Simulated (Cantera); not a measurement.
Input: 1 mol Al, 4.8 mol HCl, 6.2 mol N2, equilibrated at 673.15 K and 4.50 mbar.

Cantera equilibrium calculation (NASA polynomials, part measured and part estimated; ideal gas, pure solids and liquids). Candidate condensed phases: Al, AlCl3, AlN, NH4Cl; 20 gas species. Rates play no part.

Base state: N2 0.593, HCl 0.172, H2 0.143, AlCl3 0.0886, Al2Cl6 0.00349 (mole fractions); condensed: gas only.

What changes in the equilibrium state with this change: pressure from 4.50 mbar to 38.0 mbar?


```
species   before    after
-------  -------  -------
N2         0.593    0.600
HCl        0.172    0.174
H2         0.143    0.145
AlCl3     0.0886   0.0650
Al2Cl6   0.00349   0.0159
NH3      2.52e-6  2.18e-5
```
